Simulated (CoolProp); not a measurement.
Vapour-liquid equilibrium of R134a (1) + R124 (2) at 0.0865 MPa; x and y are mole fractions of (1).

Model: multi-fluid Helmholtz-energy mixture model, Tillner-Roth 1994 and de Vries 1995; pair parameters Bell 2016, in CoolProp.

```
x      bubble temperature, mixture model (°C)  bubble temperature, Raoult's law (°C)  y, mixture model  y, Raoult's law
-----  --------------------------------------  -------------------------------------  ----------------  ---------------
0.05                                    -17.0                                  -16.6             0.100            0.089
0.125                                   -18.7                                  -18.0             0.228            0.209
0.2                                     -20.2                                  -19.3             0.337            0.317
0.275                                   -21.6                                  -20.5             0.431            0.414
0.35                                    -22.8                                  -21.6             0.512            0.501
0.425                                   -23.9                                  -22.7             0.584            0.580
0.5                                     -24.9                                  -23.7             0.649            0.652
0.575                                   -25.7                                  -24.7             0.709            0.717
0.65                                    -26.5                                  -25.6             0.764            0.777
0.725                                   -27.3                                  -26.5             0.816            0.832
0.8                                     -27.9                                  -27.4             0.867            0.883
0.875                                   -28.5                                  -28.2             0.916            0.930
0.95                                    -29.1                                  -29.0             0.966            0.973
```

The largest gap from Raoult's law is -1.2 K in bubble temperature, at x = 0.425. No azeotrope shows between x = 0.05 and 0.95.

Pair parameters are fitted to limited data, so mixtures are less certain than the pure fluids.
